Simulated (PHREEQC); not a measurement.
## Hard or scaling water: an equilibrium model

Make-up at 28 °C: 0.015 mol SrCl2, 0.015 mol CO2 and 5e-05 mol H4SiO4 per kg of water. Closed to the air; pH follows from the charge balance.

Equilibrium calculation in PHREEQC: ion-association model, phreeqc.dat.

```json
{
  "pH": "4.05",
  "ionic_strength": "0.0451 mol/kgw",
  "specific_conductance": "3640 µS/cm"
}
```

| species | molality | activity | log γ |
|---|---|---|---|
| Cl- | 0.0300 | 0.0246 | -0.086 |
| Sr+2 | 0.0150 | 0.00729 | -0.313 |
| CO2 | 0.0149 | 0.0150 | 0.005 |
| H+ | 0.000104 | 8.94e-5 | -0.067 |
| HCO3- | 9.28e-5 | 7.74e-5 | -0.079 |
| H4SiO4 | 5.00e-5 | 5.05e-5 | 0.005 |
| SrHCO3+ | 1.15e-5 | 9.56e-6 | -0.079 |
| (CO2)2 | 4.53e-6 | 4.58e-6 | 0.005 |

This is a speciation only: nothing precipitates in the calculation. Complexes and solids missing from the database can't appear.
